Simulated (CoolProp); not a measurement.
The fluid at 293.15 K and 3.13 MPa is throttled through a valve to 1.91 MPa with no heat exchange. The same conditions are run with several fluids, on thermodynamics alone (safety and materials aside).

Values from CoolProp's reference Helmholtz-energy equation of state of each fluid (carbon monoxide: Lemmon 2006; ethylene: Smukala 2000; dry air: Lemmon 2000; fluorine: de Reuck 1990; nitrogen: Span 2000). Blends and air are pseudo-pure fits.

```json
[
 {"fluid": "carbon monoxide", "temperature change (K)": "-2.9", "final density (kg/m³)": "22.3"},
 {"fluid": "ethylene", "temperature change (K)": "-15.1", "final density (kg/m³)": "27.3"},
 {"fluid": "dry air", "temperature change (K)": "-2.7", "final density (kg/m³)": "23.1"},
 {"fluid": "fluorine", "temperature change (K)": "-2.3", "final density (kg/m³)": "30.3"},
 {"fluid": "nitrogen", "temperature change (K)": "-2.5", "final density (kg/m³)": "22.2"}
]
```
